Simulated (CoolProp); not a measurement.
Aqueous ethylene glycol as a coolant, at 16 °C, 1 atm.

Values from CoolProp's Melinder's fits for secondary coolants.

```csv
mass %,freezing point (°C),conductivity (W/(m K)),cp (kJ/(kg K)),viscosity (mPa s),density (kg/m³)
5.5,-1.7,0.568,4.108,1.27,1005
9.6,-3.2,0.549,4.049,1.41,1011
13.6,-4.8,0.531,3.991,1.57,1016
17.7,-6.7,0.513,3.927,1.75,1022
21.8,-9.0,0.495,3.858,1.96,1028
25.9,-11.6,0.478,3.785,2.19,1034
30,-14.6,0.461,3.706,2.45,1040
34.1,-18.0,0.445,3.625,2.73,1045
38.2,-21.9,0.429,3.540,3.05,1051
42.3,-26.3,0.414,3.454,3.41,1057
46.4,-31.3,0.399,3.367,3.82,1062
```
